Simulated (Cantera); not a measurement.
Input (Python, Cantera) and output of one run.

```python
import numpy as np
import cantera as ct

gas_names = """
    AL ALN ALO ALO2 AL2 AL2O AL2O2 N NO NO2 NO3 N2 N2O O O2 O3
""".split()
cond_names = """
    AL(cr) AL(L) ALN(s) AL2O3(a) AL2O3(L)
""".split()


# ... load() reads the species with a 1 bar reference pressure and builds the phases ...
atoms = {
    'Al': {'AL': 1},
    'O2': {'O': 2},
    'N2': {'N': 2},
    'N2O': {'N': 2, 'O': 1},
}
top_T = {'ALN(s)': 2750}  # K; cautious upper limits of use, not melting points


# ... equilibrate(T, P, feed) seeds the gas with the atoms and calls Mixture.equilibrate('TP', solver="vcs", rtol=1e-11, max_steps=5000) ...
results = []
feed = {'Al': 1, 'O2': 12, 'N2': 730, 'N2O': 5}  # mol
T = 1950  # K
P = 13332.2  # Pa
mix = equilibrate(T, P, feed)
results.append((T, P, feed, dict(zip(mix.species_names, mix.species_moles))))
print(gas.report(threshold=0.001))
for i in range(1, mix.n_phases):
    print(f"{mix.phase(i).name:16s} {mix.phase_moles(i):12.5e} mol")
```

Result:

```
       temperature   1950 K
          pressure   13332 Pa
           density   0.023094 kg/m^3
  mean mol. weight   28.085 kg/kmol
   phase of matter   gas

                          1 kg             1 kmol
                     ---------------   ---------------
          enthalpy        1.9434e+06        5.4579e+07  J
   internal energy        1.3661e+06        3.8366e+07  J
           entropy            9580.7        2.6907e+05  J/K
    Gibbs function       -1.6739e+07       -4.7011e+08  J
 heat capacity c_p            1279.9             35945  J/K
 heat capacity c_v            983.81             27630  J/K

                      mass frac. Y      mole frac. X     chem. pot. / RT
                     ---------------   ---------------   ---------------
                NO         0.0022699         0.0021246           -31.821
                N2           0.97802           0.98049            -28.89
                O2          0.019618          0.017219           -34.751
     [  +13 minor]        9.3177e-05        0.00016269

AL(L)             0.00000e+00 mol
ALN(s)            0.00000e+00 mol
AL2O3(a)          5.00000e-01 mol
```

These are equilibrium values from Cantera (NASA tables, ideal gas, pure condensed phases), not measurements of a reactor.
